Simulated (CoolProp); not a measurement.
The fluid at 293.15 K and 0.663 MPa expands adiabatically to 0.0534 MPa with isentropic efficiency 0.8. The same conditions are run with several fluids, on thermodynamics alone (safety and materials aside).

Model: reference Helmholtz-energy equation of state of each fluid (R115: Lemmon 2016; ethylene: Smukala 2000; normal hydrogen: Leachman 2009; C2F6 (R116): Lemmon 2006; ethane: Bücker 2006), in CoolProp.

```json
[
 {"fluid": "R115", "work (kJ/kg)": "26.4", "final temperature (K)": "243.3", "final density (kg/m³)": "4.16"},
 {"fluid": "ethylene", "work (kJ/kg)": "131", "final temperature (K)": "190.8", "final density (kg/m³)": "0.956"},
 {"fluid": "normal hydrogen", "work (kJ/kg)": "1720", "final temperature (K)": "169.1", "final density (kg/m³)": "0.0765"},
 {"fluid": "C2F6 (R116)", "work (kJ/kg)": "30.7", "final temperature (K)": "245.0", "final density (kg/m³)": "3.66"},
 {"fluid": "ethane", "work (kJ/kg)": "127", "final temperature (K)": "204.8", "final density (kg/m³)": "0.955"}
]
```
